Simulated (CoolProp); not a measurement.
The numbers come from the reference Helmholtz-energy equation of state, Wu 2011 in CoolProp.

**Question.** For dimethyl ether, give the phase and the speed of sound (m/s), viscosity (µPa s) at 525 K and 4.11 bar; 525 K and 16.4 bar; 525 K and 22.6 bar.

**Answer.** 
- 525 K and 4.11 bar: gas; speed of sound 319, viscosity 17.1
- 525 K and 16.4 bar: gas; speed of sound 310, viscosity 17.4
- 525 K and 22.6 bar: gas; speed of sound 306, viscosity 17.6

Viscosity comes from a separate model (Meng 2012).
